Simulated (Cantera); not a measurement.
A freely propagating, adiabatic, planar premixed flame of H2 : O2 : N2 = 1 : 0.192 : 0.723 (molar parts), equivalence ratio 2.6, unburnt at 375 K and 0.370 bar; mixture-averaged transport, grid criteria slope 0.08 and curve 0.16, no radiation.

Model: the H2/O2 subset of GRI-Mech 3.0, which has no nitrogen chemistry, integrated in Cantera. Burning velocities carry a grid error of a few per cent, more on coarse grids.

### Question
What does this change do: N2 0.723 to 0.56 parts?

### Answer
| quantity | before | after |
|---|---|---|
| laminar burning velocity | 344 cm/s | 408 cm/s |
| thermal thickness | 1.44 mm | 1.42 mm |
| peak x(HO2) | 0.000198 | 0.000218 |
| peak x(O) | 0.00197 | 0.00248 |
| peak x(OH) | 0.00136 | 0.00202 |
